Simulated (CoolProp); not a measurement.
R404A along the isotherm -6.55 °C: Z from the reference equation and from simpler models built on Tc = 72.1 °C, pc = 3.735 MPa, ω = 0.293; each cubic takes its own stable root.

Model: reference Helmholtz-energy equation of state, Lemmon 2003, in CoolProp. It is a pseudo-pure fit of the blend.

```json
[
 {"p (MPa)": "0.0591", "phase": "gas", "reference": "0.9853"},
 {"p (MPa)": "0.0997", "phase": "gas", "reference": "0.9750"},
 {"p (MPa)": "0.168", "phase": "gas", "reference": "0.9574"},
 {"p (MPa)": "0.284", "phase": "gas", "reference": "0.9262"},
 {"p (MPa)": "0.808", "phase": "liquid", "reference": "0.03025"},
 {"p (MPa)": "1.36", "phase": "liquid", "reference": "0.05079"},
 {"p (MPa)": "2.3", "phase": "liquid", "reference": "0.08553"},
 {"p (MPa)": "3.89", "phase": "liquid", "reference": "0.1437"},
 {"p (MPa)": "6.56", "phase": "liquid", "reference": "0.2399"},
 {"p (MPa)": "11.1", "phase": "liquid", "reference": "0.3998"},
 {"p (MPa)": "18.7", "phase": "liquid", "reference": "0.6595"}
]
```

Task: How far does each simpler model (van der Waals, Redlich-Kwong, Soave-Redlich-Kwong) lie from the reference over these 11 states: mean and median of the absolute difference, and the worst?

Result: 
- van der Waals: mean 288.0 %, median 61.9 %, worst +2760.5 % at -6.55 °C and 0.808 MPa
- Redlich-Kwong: mean 12.6 %, median 16.8 %, worst +22.0 % at -6.55 °C and 0.808 MPa
- Soave-Redlich-Kwong: mean 9.3 %, median 13.1 %, worst +15.5 % at -6.55 °C and 0.808 MPa

At some of these states van der Waals gives the other phase, because its saturation line lies elsewhere.
